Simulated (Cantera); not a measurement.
## Ignition delay

Mixture: CO : H₂ : CH₄ : O₂ : N₂ : CO₂ = 1 : 0.057 : 1.2 : 2.93 : 19 : 0.79 (molar parts), at 1.00 bar, adiabatic and at constant volume. Ignition delay is the time to a rise of 400 K.

Model: GRI-Mech 3.0 (53 species, 325 reactions), integrated in Cantera.

```csv
T0 (K),delay (ms)
1200,52.1
1250,26.4
1300,13.7
1350,7.32
1400,4.05
1450,2.33
1500,1.40
1550,0.877
1600,0.572
```

| Item | Result |
|---|---|
| apparent activation energy between 1500 and 1600 K | 180 kJ/mol |
